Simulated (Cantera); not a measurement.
What does this Cantera script print?

```python
import numpy as np
import cantera as ct

gas = ct.Solution("gri30.yaml")
gas.TPX = 1175, 310000, {'CO': 1, 'H2': 0.56, 'CH4': 0.076, 'O2': 0.941, 'N2': 3.54}
reactor = ct.IdealGasReactor(gas, energy="on", clone=False)
net = ct.ReactorNet([reactor])
net.rtol, net.atol = 1e-08, 1e-16
show = ['CO', 'H2', 'CH4', 'O', 'OH', 'H', 'CH2CO']
times = np.geomspace(1e-06, 2, 13)

steps = ct.SolutionArray(gas, extra=["t"])
rows = []
print(f"{'t/s':>10s}{'T/K':>9s}{'P/Pa':>11s}" + "".join(f"{s:>11s}" for s in show))
for t in times:
    while net.time < t:
        t_next = net.step()
        steps.append(gas.state, t=t_next)
    rows.append([np.interp(t, steps.t, y) for y in (steps.T, steps.P, *steps(*show).X.T)])
    print(f"{t:10.3e}{rows[-1][0]:9.1f}{rows[-1][1]:11.4g}" + "".join(f"{x:11.3e}" for x in rows[-1][2:]))
rate = np.gradient(steps.T, steps.t)
print("integrator steps:", len(steps.t))
if steps.T.max() > steps.T[0] + 200:
    print(f"time of steepest temperature rise: {steps.t[rate.argmax()]:.4e} s")
gas.TPX = 1175, 310000, {'CO': 1, 'H2': 0.56, 'CH4': 0.076, 'O2': 0.941, 'N2': 3.54}
gas.equilibrate("UV")
print(f"equilibrium (UV): T = {gas.T:.1f} K  " + "  ".join(f"{s} {gas[s].X[0]:.3e}" for s in show))
```

Result:

```
       t/s      T/K       P/Pa         CO         H2        CH4          O         OH          H      CH2CO
 1.000e-06   1175.0    3.1e+05  1.635e-01  9.155e-02  1.242e-02  1.767e-09  6.035e-10  3.106e-09  1.874e-16
 3.350e-06   1175.0    3.1e+05  1.635e-01  9.155e-02  1.242e-02  6.309e-09  2.775e-09  1.581e-08  6.730e-15
 1.122e-05   1175.0    3.1e+05  1.635e-01  9.155e-02  1.242e-02  7.313e-08  3.561e-08  2.080e-07  5.654e-13
 3.761e-05   1196.8  3.154e+05  1.633e-01  8.951e-02  1.195e-02  9.938e-05  8.373e-05  3.296e-04  3.862e-07
 1.260e-04   2943.4  7.133e+05  6.959e-02  8.375e-03  1.169e-14  6.223e-03  1.849e-02  4.573e-03  7.765e-16
 4.221e-04   2929.9  7.097e+05  6.985e-02  8.491e-03  1.248e-14  5.621e-03  1.750e-02  4.416e-03  7.847e-16
 1.414e-03   2927.6  7.091e+05  6.990e-02  8.512e-03  1.263e-14  5.521e-03  1.734e-02  4.389e-03  7.858e-16
 4.738e-03   2927.6  7.091e+05  6.990e-02  8.512e-03  1.263e-14  5.521e-03  1.734e-02  4.389e-03  7.858e-16
 1.587e-02   2927.6  7.091e+05  6.990e-02  8.512e-03  1.263e-14  5.521e-03  1.734e-02  4.389e-03  7.858e-16
 5.318e-02   2927.6  7.091e+05  6.990e-02  8.512e-03  1.263e-14  5.521e-03  1.734e-02  4.389e-03  7.858e-16
 1.782e-01   2927.6  7.091e+05  6.990e-02  8.512e-03  1.263e-14  5.521e-03  1.734e-02  4.389e-03  7.858e-16
 5.970e-01   2927.6  7.091e+05  6.990e-02  8.512e-03  1.263e-14  5.521e-03  1.734e-02  4.389e-03  7.858e-16
 2.000e+00   2927.6  7.091e+05  6.990e-02  8.512e-03  1.263e-14  5.521e-03  1.734e-02  4.389e-03  7.858e-16
integrator steps: 1526
time of steepest temperature rise: 4.7654e-05 s
equilibrium (UV): T = 2927.6 K  CO 6.990e-02  H2 8.512e-03  CH4 1.668e-14  O 5.521e-03  OH 1.734e-02  H 4.389e-03  CH2CO 8.629e-16
```

Cantera simulation using GRI-Mech 3.0 (53 species, 325 reactions); the numbers are that mechanism's predictions, not measurements.
